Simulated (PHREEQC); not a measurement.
Make-up at 65 °C: 0.00043 mol CaSO4 and 0.0022 mol Na2SO4 per kg of water. Closed to the air; pH follows from the charge balance.

Computed with PHREEQC (ion-association model, phreeqc.dat).

Task: The ionic strength comes out as 0.00787 mol/kgw. What activity coefficients do Ca+2, NaSO4-, Na+, SO4-2 get?

Result: Ca+2 0.68, NaSO4- 0.91, Na+ 0.91, SO4-2 0.67.

This is a speciation only: nothing precipitates in the calculation. Complexes and solids missing from the database can't appear. Away from 25 °C the constants follow the database's enthalpies or fits; those with neither stay at their 25 °C values.
